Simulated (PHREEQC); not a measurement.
0.69 g of hydrous ferric oxide (600 m²/g; 0.2 weak and 0.005 strong sites per Fe, Dzombak-Morel constants, diffuse double layer) in 1 kg of water with 0.005 mol/kgw of an inert sodium salt and 0.25 mmol/kgw Na2HAsO4, at 25 °C; the pH is set by adding NaOH or the inert anion's acid. Oxygen alone is held at its pressure in air (log pO2 = -0.68). No CO2 enters from the air. Nothing may precipitate in this run.

The series has 17 steps of pH, from 4 to 12.

The numbers come from PHREEQC with the ion-association model, wateq4f.dat.

Question: Near which pH is half of the As sorbed, and on which side is more sorbed?

Answer: Near pH 9.7, with more sorbed at lower pH.

Question: At which pH does the surface charge pass through zero?

Answer: Near pH 7.4.

Species that the database lacks are ignored.
